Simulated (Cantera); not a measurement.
A Cantera script and its output.

```python
import numpy as np
import cantera as ct

gas = ct.Solution("gri30.yaml")
gas.TPX = 2150, 53000, {'NO': 1, 'N2': 0.47}
reactor = ct.IdealGasConstPressureReactor(gas, energy="off", clone=False)
net = ct.ReactorNet([reactor])
net.rtol, net.atol = 1e-08, 1e-18
show = ['NO', 'N2', 'NO2', 'O', 'O2', 'N2O']
times = np.geomspace(0.0005, 2, 9)

steps = ct.SolutionArray(gas, extra=["t"])
rows = []
print(f"{'t/s':>10s}{'T/K':>9s}{'P/Pa':>11s}" + "".join(f"{s:>11s}" for s in show))
for t in times:
    while net.time < t:
        t_next = net.step()
        steps.append(gas.state, t=t_next)
    rows.append([np.interp(t, steps.t, y) for y in (steps.T, steps.P, *steps(*show).X.T)])
    print(f"{t:10.3e}{rows[-1][0]:9.1f}{rows[-1][1]:11.4g}" + "".join(f"{x:11.3e}" for x in rows[-1][2:]))
rate = np.gradient(steps.T, steps.t)
print("integrator steps:", len(steps.t))
if steps.T.max() > steps.T[0] + 200:
    print(f"time of steepest temperature rise: {steps.t[rate.argmax()]:.4e} s")
gas.TPX = 2150, 53000, {'NO': 1, 'N2': 0.47}
gas.equilibrate("TP")
print(f"equilibrium (TP): T = {gas.T:.1f} K  " + "  ".join(f"{s} {gas[s].X[0]:.3e}" for s in show))
```

Output:

```
       t/s      T/K       P/Pa         NO         N2        NO2          O         O2        N2O
 5.000e-04   2150.0    5.3e+04  6.792e-01  3.200e-01  1.286e-04  2.827e-04  1.710e-04  1.887e-04
 1.410e-03   2150.0    5.3e+04  6.771e-01  3.210e-01  1.690e-04  3.674e-04  1.111e-03  2.218e-04
 3.976e-03   2150.0    5.3e+04  6.712e-01  3.239e-01  1.834e-04  3.964e-04  4.027e-03  2.179e-04
 1.121e-02   2150.0    5.3e+04  6.544e-01  3.323e-01  2.163e-04  4.657e-04  1.238e-02  2.042e-04
 3.162e-02   2150.0    5.3e+04  6.064e-01  3.563e-01  2.787e-04  6.210e-04  3.623e-02  1.701e-04
 8.918e-02   2150.0    5.3e+04  4.792e-01  4.198e-01  3.359e-04  9.096e-04  9.960e-02  1.007e-04
 2.515e-01   2150.0    5.3e+04  2.384e-01  5.402e-01  2.430e-04  1.287e-03  2.199e-01  2.355e-05
 7.092e-01   2150.0    5.3e+04  5.229e-02  6.332e-01  6.340e-05  1.514e-03  3.129e-01  1.466e-06
 2.000e+00   2150.0    5.3e+04  1.482e-02  6.519e-01  1.850e-05  1.555e-03  3.317e-01  4.969e-07
integrator steps: 942
equilibrium (TP): T = 2150.0 K  NO 1.293e-02  N2 6.529e-01  NO2 1.615e-05  O 1.557e-03  O2 3.326e-01  N2O 4.774e-07
```

Detailed kinetics in Cantera: GRI-Mech 3.0 (53 species, 325 reactions).
